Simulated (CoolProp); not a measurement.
Vapour-liquid equilibrium of acetone (1) + p-xylene (2) at 0.834 MPa; x and y are mole fractions of (1).

Values from CoolProp's multi-fluid Helmholtz-energy mixture model, Lemmon 2006 and Zhou 2012; pair parameters Bell 2016.

```tsv
x	bubble temperature (K)	y at the bubble point	dew temperature at overall composition x (K)	liquid density (mol/L)
0.05	497.7	0.220	509.3	6.270
0.125	479.7	0.449	504.3	6.641
0.2	465.9	0.594	499.2	6.980
0.275	455.3	0.689	493.7	7.303
0.35	447.0	0.755	487.9	7.619
0.425	440.2	0.804	481.8	7.938
0.5	434.4	0.843	475.1	8.267
0.575	429.4	0.874	467.9	8.610
0.65	425.0	0.901	459.9	8.974
0.725	420.9	0.925	450.9	9.363
0.8	417.1	0.947	440.8	9.782
0.875	413.4	0.968	429.3	10.24
0.95	410.0	0.987	416.5	10.73
```

No azeotrope shows between x = 0.05 and 0.95.

Pair parameters are fitted to limited data, so mixtures are less certain than the pure fluids.
